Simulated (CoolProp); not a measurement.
A single-stage vapour-compression cycle with R365MFC: evaporating at 291.15 K (dew point), condensing at 348.15 K (bubble point), superheat 10 K, subcooling 0 K, compressor efficiency 0.9, no pressure losses. Each further row changes one setting.

The numbers come from the reference Helmholtz-energy equation of state, Lemmon 2016 in CoolProp.

```csv
case,cooling COP,pressure ratio,discharge temperature (K),refrigerating effect (kJ/kg),volumetric capacity (kJ/m³)
as stated,3.42,7.22,348.1,127,326
evaporating temperature 296.15 K,3.94,5.86,348.1,132,412
condensing temperature 343.15 K,3.90,6.26,343.2,135,345
subcooling 5 K,3.62,7.22,348.1,135,345
superheat 20 K,3.54,7.22,353.6,137,340
compressor efficiency 0.8,3.04,7.22,348.1,127,326
```

The compression ends wet for: as stated; evaporating temperature 296.15 K; condensing temperature 343.15 K; subcooling 5 K; compressor efficiency 0.8.
